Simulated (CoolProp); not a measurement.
A single-stage vapour-compression cycle with the fluid: evaporating at 239.15 K (dew point), condensing at 304.15 K (bubble point), superheat 0 K, subcooling 2 K, compressor efficiency 0.7, no pressure losses. The same conditions are run with several fluids, on thermodynamics alone (safety and materials aside).

Model: reference Helmholtz-energy equation of state of each fluid (propane: Lemmon 2009; carbonyl sulfide: Lemmon 2006; R143a: Lemmon and Jacobsen 2000; R227EA: Lemmon 2016; R404A: Lemmon 2003; R22: Kamei 1995), in CoolProp. Blends and air are pseudo-pure fits.

| fluid | cooling COP | pressure ratio | discharge temperature (K) | refrigerating effect (kJ/kg) | volumetric capacity (kJ/m³) |
|---|---|---|---|---|---|
| propane | 1.89 | 7.73 | 336.4 | 260 | 864 |
| carbonyl sulfide | 1.98 | 7.32 | 403.7 | 217 | 1390 |
| R143a | 1.75 | 8.06 | 333.5 | 123 | 1020 |
| R227EA | 1.65 | 12.3 | 304.5 | 68.9 | 267 |
| R404A | 1.69 | 8.58 | 330.0 | 105 | 940 |
| R22 | 1.95 | 8.87 | 371.6 | 156 | 977 |
